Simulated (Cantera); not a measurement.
## Equilibrium for iron carbonyl, mercury and lead vapours: HgO + O2 + N2

Feed: 1 mol HgO, 0.024 mol O2, 7.5 mol N2, equilibrated at 75.0 Torr.

Method: chemical equilibrium by Gibbs-energy minimisation in Cantera with the NASA 1993 tables (ideal gas, pure condensed phases). Candidate condensed phases: Hg, HgO; 10 gas species. The numbers say what is thermodynamically allowed, not how fast it happens.

At 525 K the condensed part is HgO(s). From 625 K to 1225 K nothing is condensed. The main Hg-bearing gas is Hg throughout.

```tsv
T (K)	x N2	x Hg	x O2	x NO	x NO2	n HgO(s)
525	0.977	0.0131	0.00966	3.60e-10	7.37e-10	0.900
625	0.831	0.111	0.0581	2.31e-8	1.38e-8	0
725	0.831	0.111	0.0581	2.61e-7	3.32e-8	0
825	0.831	0.111	0.0581	1.64e-6	6.48e-8	0
925	0.831	0.111	0.0581	6.93e-6	1.09e-7	0
1025	0.831	0.111	0.0581	2.21e-5	1.67e-7	0
1125	0.831	0.111	0.0580	5.73e-5	2.37e-7	0
1225	0.831	0.111	0.0580	0.000127	3.19e-7	0
```
x: gas mole fraction; n: condensed amount in mol.
